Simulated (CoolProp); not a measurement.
The fluid at 350.59 K and 3.55 MPa expands adiabatically to 0.578 MPa with isentropic efficiency 0.9. The same conditions are run with several fluids, on thermodynamics alone (safety and materials aside).

The numbers come from the reference Helmholtz-energy equation of state of each fluid (oxygen: Schmidt 1985; ethylene: Smukala 2000; nitrous oxide: Lemmon 2006; hydrogen sulfide: Lemmon 2006; R404A: Lemmon 2003) in CoolProp. Blends and air are pseudo-pure fits.

Rank oxygen, ethylene, nitrous oxide, hydrogen sulfide, R404A by work (kJ/kg), highest first.

ethylene (128), oxygen (115), hydrogen sulfide (96.3), nitrous oxide (79.7), R404A (29.8)

```json
[
 {"fluid": "oxygen", "final temperature (K)": "221.6", "final phase": "gas", "final density (kg/m³)": "10.2"},
 {"fluid": "ethylene", "final temperature (K)": "247.0", "final phase": "gas", "final density (kg/m³)": "8.41"},
 {"fluid": "nitrous oxide", "final temperature (K)": "239.0", "final phase": "gas", "final density (kg/m³)": "13.7"},
 {"fluid": "hydrogen sulfide", "final temperature (K)": "254.8", "final phase": "two-phase, vapour fraction 0.925", "final density (kg/m³)": "10.9"},
 {"fluid": "R404A", "final temperature (K)": "272.0", "final phase": "two-phase, vapour fraction 0.992", "final density (kg/m³)": "29.6"}
]
```

Above 300 K oxygen's equation is extrapolated.
